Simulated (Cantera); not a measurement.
Input (Python, Cantera) and output of one run.

```python
import numpy as np
import cantera as ct

gas_names = """
    H HI H2 I I2
""".split()
cond_names = """
    I2(cr) I2(L)
""".split()


# ... load() reads the species with a 1 bar reference pressure and builds the phases ...
atoms = {
    'HI': {'H': 1, 'I': 1},
    'H2': {'H': 2},
}
top_T = {}  # K; cautious upper limits of use, not melting points


# ... equilibrate(T, P, feed) seeds the gas with the atoms and calls Mixture.equilibrate('TP', solver="vcs", rtol=1e-11, max_steps=5000) ...
results = []
feed = {'HI': 1, 'H2': 0.9}  # mol
P = 5200000  # Pa
for T in [1723, 1923, 2123, 2323, 2523, 2723, 2923, 3123, 3323]:
    mix = equilibrate(T, P, feed)
    results.append((T, P, feed, dict(zip(mix.species_names, mix.species_moles))))

top = {s: max(r[3][s] / sum(r[3][g] for g in gas_names) for r in results) for s in gas_names}
cols = sorted((s for s in top if top[s] > 0.001), key=lambda s: -top[s])[:6]
seen = [c for c in cond_names if any(r[3].get(c, 0) > 1e-12 for r in results)]
print("log10 of partial pressures in bar; condensed amounts in mol")
print(f"{'T/K':>10s}" + "".join(f"{s[:9]:>10s}" for s in cols + seen))
for T, P, feed, n in results:
    ng = sum(n[g] for g in gas_names)
    print(f"{T:10.4g}" + "".join(f"{np.log10(max(n[s] / ng * P / 1e5, 1e-99)):10.3f}" for s in cols)
          + "".join(f"{n.get(c, 0):10.4g}" for c in seen))
```

Result:

```
log10 of partial pressures in bar; condensed amounts in mol
       T/K        H2        HI         I         H        I2
      1723     1.425     1.327     0.477    -3.027     0.072
      1923     1.431     1.279     0.695    -2.310     0.016
      2123     1.437     1.221     0.853    -1.727    -0.068
      2323     1.442     1.156     0.967    -1.242    -0.174
      2523     1.447     1.085     1.049    -0.833    -0.291
      2723     1.449     1.014     1.108    -0.483    -0.413
      2923     1.450     0.942     1.151    -0.182    -0.536
      3123     1.447     0.871     1.182     0.079    -0.656
      3323     1.439     0.800     1.204     0.308    -0.772
```

Cantera equilibrium calculation (NASA polynomials, part measured and part estimated; ideal gas, pure solids and liquids). The ideal-gas law is rough above about 30 bar.
